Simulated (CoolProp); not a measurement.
Saturation properties of sulfur hexafluoride (Tc = 318.7 K, pc = 3.755 MPa, ω = 0.210).

The numbers come from the reference Helmholtz-energy equation of state, Guder 2009 in CoolProp.

```
T (K)  p (MPa)  surface tension (mN/m)  liquid conductivity (mW/(m K))
-----  -------  ----------------------  ------------------------------
239.6   0.4337                    9.13                            72.1
248.1   0.5837                    7.89                            69.6
256.6   0.7693                    6.70                            67.0
265.1   0.9955                    5.56                            64.3
273.6    1.267                       …                            61.6
282.2    1.595                    3.40                            58.6
290.7    1.976                       …                            55.6
299.2    2.423                    1.52                            52.4
307.7        …                   0.728                            49.0
```

Fill in the missing entries.


- 273.6, surface tension (mN/m): 4.46
- 290.7, surface tension (mN/m): 2.42
- 307.7, p (MPa): 2.943

Thermal conductivity comes from a separate model (Assael 2012). Surface tension comes from a separate correlation (Mulero 2012).
